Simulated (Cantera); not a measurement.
Predominance diagram of V at 352 °C against the partial pressures of O2 and N2 (log10, bar). Source: NASA polynomial tables (part measured, part estimated), evaluated in Cantera. Candidates: V(s), VN(s), VO(s), V2O3(s), V2O4(s), V2O5(s). Only these pure phases compete in this equilibrium. VN, VO: taken at fixed stoichiometry. Not in the tables: V3O5 to V6O13, V2N.

```
log p(N2) \ log p(O2)
        columns: -50, -47.5, -45, -42.5, -40, -37.5, -35, -32.5, -30, -27.5, -25, -22.5, -20, -17.5, -15, -12.5, -10, -7.5, -5, -2.5, 0
      0  A A A A B B B B B B C C C C C C D D D D D
   -3.3  A A A B B B B B B B C C C C C C D D D D D
   -6.7  A A B B B B B B B B C C C C C C D D D D D
    -10  A A B B B B B B B B C C C C C C D D D D D
  -13.3  A B B B B B B B B B C C C C C C D D D D D
  -16.7  B B B B B B B B B B C C C C C C D D D D D
    -20  B B B B B B B B B B C C C C C C D D D D D
  -23.3  B B B B B B B B B B C C C C C C D D D D D
  -26.7  B B B B B B B B B B C C C C C C D D D D D
    -30  B B B B B B B B B B C C C C C C D D D D D
```

A: VN(s); B: V2O3(s); C: V2O4(s); D: V2O5(s).
